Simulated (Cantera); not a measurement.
Cantera run, input and output.

```python
import numpy as np
import cantera as ct

gas = ct.Solution("gri30.yaml")
gas.TPX = 2075, 13332, {'CH4': 0.021, 'H2': 1, 'H': 0.042}
inlet = ct.Reservoir(gas, clone=True)

reactor = ct.IdealGasConstPressureReactor(gas, energy="off", clone=False)
exhaust = ct.Reservoir(gas, clone=True)
tau = [6.2, 1.9, 0.57, 0.18, 0.053, 0.016, 0.005, 0.0015, 0.00046, 0.00014][0]
for a, b in ((inlet, reactor), (reactor, exhaust)):
    ct.MassFlowController(a, b, mdot=lambda t: reactor.mass / tau)
net = ct.ReactorNet([reactor])
show = ['CH4', 'H2', 'H', 'CH3', 'C2H', 'C2H4', 'C2H6']

rows = []
print(f"{'tau/s':>10s}{'T/K':>9s}" + "".join(f"{s:>11s}" for s in show))
for tau in [6.2, 1.9, 0.57, 0.18, 0.053, 0.016, 0.005, 0.0015, 0.00046, 0.00014]:
    net.initial_time = 0.0
    net.advance(30 * tau)
    before = gas.X
    net.advance(40 * tau)
    drift = np.max(np.abs(gas.X - before) / (gas.X + 1e-9))
    rows.append([gas.T, *gas[show].X, drift])
    print(f"{tau:10.3e}{gas.T:9.1f}" + "".join(f"{x:11.3e}" for x in gas[show].X))
```

It prints:

```
     tau/s      T/K        CH4         H2          H        CH3        C2H       C2H4       C2H6
 6.200e+00   2075.0  3.347e-04  9.826e-01  7.318e-03  4.850e-05  1.715e-06  5.684e-06  1.554e-09
 1.900e+00   2075.0  5.668e-04  9.825e-01  7.364e-03  8.266e-05  1.702e-06  5.677e-06  4.367e-09
 5.700e-01   2075.0  9.910e-04  9.821e-01  7.463e-03  1.465e-04  1.682e-06  5.776e-06  1.342e-08
 1.800e-01   2075.0  1.673e-03  9.815e-01  7.655e-03  2.537e-04  1.654e-06  6.255e-06  3.923e-08
 5.300e-02   2075.0  2.806e-03  9.804e-01  8.065e-03  4.482e-04  1.616e-06  8.031e-06  1.166e-07
 1.600e-02   2075.0  4.333e-03  9.787e-01  8.894e-03  7.632e-04  1.586e-06  1.293e-05  3.089e-07
 5.000e-03   2075.0  5.981e-03  9.760e-01  1.047e-02  1.240e-03  1.599e-06  2.354e-05  6.965e-07
 1.500e-03   2075.0  7.495e-03  9.720e-01  1.333e-02  1.973e-03  1.668e-06  4.394e-05  1.384e-06
 4.600e-04   2075.0  8.742e-03  9.668e-01  1.740e-02  2.986e-03  1.680e-06  7.584e-05  2.393e-06
 1.400e-04   2075.0  9.942e-03  9.608e-01  2.219e-02  4.268e-03  1.431e-06  1.167e-04  3.734e-06
```

Computed with Cantera and GRI-Mech 3.0 (53 species, 325 reactions). GRI-Mech 3.0 stops at C3 and has no aromatics, soot or wall deposition, so with more carbon than oxygen in the feed, carbon stays in small species such as C2H2 where larger ones or solid carbon would form.
